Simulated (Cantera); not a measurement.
Mixture: CH₄ : H₂ : O₂ : N₂ : H₂O = 1 : 0.6 : 5.11 : 19.2 : 0.85 (molar parts), equivalence ratio 0.45, at 1.00 bar, adiabatic and at constant pressure. Ignition delay is the time to a rise of 400 K.

Model: GRI-Mech 3.0 (53 species, 325 reactions), integrated in Cantera.

**Question.** What does this change do: pressure from 1.00 bar to 4.80 bar?

**Answer.** 
```
quantity                                               before       after
--------------------------------------------------  ---------  ----------
delay at 1250 K                                      0.890 ms    0.324 ms
delay at 1350 K                                      0.424 ms    0.139 ms
delay at 1450 K                                      0.227 ms     68.9 µs
delay at 1550 K                                      0.133 ms     37.4 µs
delay at 1650 K                                       83.1 µs     21.8 µs
delay at 1750 K                                       54.6 µs     13.5 µs
delay at 1850 K                                       38.9 µs     8.80 µs
apparent activation energy between 1650 and 1850 K  96 kJ/mol  120 kJ/mol
```

**Question.** What does this change do: O2 5.11 to 2.9 parts?

**Answer.** 
| quantity | before | after |
|---|---|---|
| delay at 1250 K | 0.890 ms | 1.96 ms |
| delay at 1350 K | 0.424 ms | 0.884 ms |
| delay at 1450 K | 0.227 ms | 0.438 ms |
| delay at 1550 K | 0.133 ms | 0.238 ms |
| delay at 1650 K | 83.1 µs | 0.140 ms |
| delay at 1750 K | 54.6 µs | 87.3 µs |
| delay at 1850 K | 38.9 µs | 58.0 µs |
| apparent activation energy between 1650 and 1850 K | 96 kJ/mol | 110 kJ/mol |
